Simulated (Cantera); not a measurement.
Input (Python, Cantera) and output of one run.

```python
import numpy as np
import cantera as ct

gas_names = """
    CL CL2 H HCL H2 Si SiCL SiCL2 SiCL3 SiCL4 SiH SiHCL3 SiH2 SiH2CL2 SiH3 SiH3CL SiH4 Si2 Si3
""".split()
cond_names = """
    Si(cr) Si(L)
""".split()


# ... load() reads the species with a 1 bar reference pressure and builds the phases ...
atoms = {
    'SiCl4': {'Si': 1, 'CL': 4},
    'Cl2': {'CL': 2},
    'H2': {'H': 2},
}
top_T = {}  # K; cautious upper limits of use, not melting points


# ... equilibrate(T, P, feed) seeds the gas with the atoms and calls Mixture.equilibrate('TP', solver="vcs", rtol=1e-11, max_steps=5000) ...
results = []
feed = {'SiCl4': 1, 'Cl2': 3, 'H2': 7.6}  # mol
P = 2700000  # Pa
for T in [900, 1000, 1100, 1200, 1300, 1400, 1500, 1600]:
    mix = equilibrate(T, P, feed)
    results.append((T, P, feed, dict(zip(mix.species_names, mix.species_moles))))
    x = sorted(zip(gas.X, gas.species_names), reverse=True)
    print(f"T = {T:g} K  P = {P:g} Pa  gas = {mix.phase_moles(0):.4g} mol")
    print("   x: " + "  ".join(f"{s} {v:.3e}" for v, s in x if v > 0.001))
    print("   condensed (mol): " + ("  ".join(f"{mix.phase(i).name} {mix.phase_moles(i):.4g}"
          for i in range(1, mix.n_phases) if mix.phase_moles(i) > 1e-12) or "none"))
```

It prints:

```
T = 900 K  P = 2.7e+06 Pa  gas = 11.6 mol
   x: HCL 5.174e-01  H2 3.964e-01  SiCL4 8.602e-02
   condensed (mol): none
T = 1000 K  P = 2.7e+06 Pa  gas = 11.6 mol
   x: HCL 5.177e-01  H2 3.961e-01  SiCL4 8.574e-02
   condensed (mol): none
T = 1100 K  P = 2.7e+06 Pa  gas = 11.6 mol
   x: HCL 5.182e-01  H2 3.956e-01  SiCL4 8.523e-02
   condensed (mol): none
T = 1200 K  P = 2.7e+06 Pa  gas = 11.6 mol
   x: HCL 5.191e-01  H2 3.947e-01  SiCL4 8.437e-02  SiHCL3 1.746e-03
   condensed (mol): none
T = 1300 K  P = 2.7e+06 Pa  gas = 11.6 mol
   x: HCL 5.204e-01  H2 3.935e-01  SiCL4 8.302e-02  SiHCL3 2.860e-03
   condensed (mol): none
T = 1400 K  P = 2.7e+06 Pa  gas = 11.61 mol
   x: HCL 5.223e-01  H2 3.915e-01  SiCL4 8.091e-02  SiHCL3 4.293e-03
   condensed (mol): none
T = 1500 K  P = 2.7e+06 Pa  gas = 11.62 mol
   x: HCL 5.253e-01  H2 3.886e-01  SiCL4 7.763e-02  SiHCL3 5.948e-03  SiCL3 2.241e-03
   condensed (mol): none
T = 1600 K  P = 2.7e+06 Pa  gas = 11.64 mol
   x: HCL 5.299e-01  H2 3.842e-01  SiCL4 7.254e-02  SiHCL3 7.594e-03  SiCL3 4.858e-03
   condensed (mol): none
```

Equilibrium computed with Cantera from the NASA thermochemical tables; the gas is ideal and each condensed phase is pure. The tables' values for SiCl3 are old estimates; treat these amounts as uncertain.
